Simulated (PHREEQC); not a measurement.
Solution (90 °C): 77 mmol/kgw HF, 2.1 mmol/kgw H2SiF6 and 7.3 mmol/kgw H3BO3. Closed to the air; pH follows from the charge balance.

Equilibrium calculation in PHREEQC: ion-association model, phreeqc.dat.

Task: The ionic strength comes out as 0.0145 mol/kgw. What activity coefficients do SiF6-2, BF3OH-, BF4-, F-, BF2(OH)2- get?

Result: SiF6-2 0.58, BF3OH- 0.87, BF4- 0.87, F- 0.87, BF2(OH)2- 0.87.

Precipitation was switched off in this run. Constants without temperature data keep their 25 °C values here. SiF6-2 is the database's only silicon fluoride. Real BF4- forms and hydrolyses slowly; the run takes it at equilibrium.
